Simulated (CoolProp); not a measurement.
Vapour-liquid equilibrium of sulfur dioxide (1) + toluene (2) at 370 K; x and y are mole fractions of (1).

Computed with CoolProp (multi-fluid Helmholtz-energy mixture model, Gao 2016 and Lemmon 2006; pair parameters Bell 2016).

```tsv
x	bubble pressure (MPa)	y at the bubble point	dew pressure at overall composition x (MPa)	liquid density (mol/L)
0.05	0.1504	0.562	0.07092	8.876
0.15	0.3471	0.822	0.07914	?
0.25	0.5748	0.900	0.08948	10.08
0.35	0.8216	0.936	0.1029	10.78
0.45	1.077	0.955	?	11.55
0.55	1.335	0.968	0.1466	12.41
0.65	1.595	0.977	0.1861	13.36
0.75	1.858	0.984	0.2547	14.42
0.85	?	0.991	?	?
0.95	2.438	0.997	0.9923	?
```

Problem. Fill in the missing entries.

Solution. 
- 0.15, liquid density (mol/L): 9.451
- 0.45, dew pressure at overall composition x (MPa): 0.1209
- 0.85, bubble pressure (MPa): 2.136
- 0.85, dew pressure at overall composition x (MPa): 0.4045
- 0.85, liquid density (mol/L): 15.60
- 0.95, liquid density (mol/L): 16.90

No azeotrope shows between x = 0.05 and 0.95.

Pair parameters are fitted to limited data, so mixtures are less certain than the pure fluids.
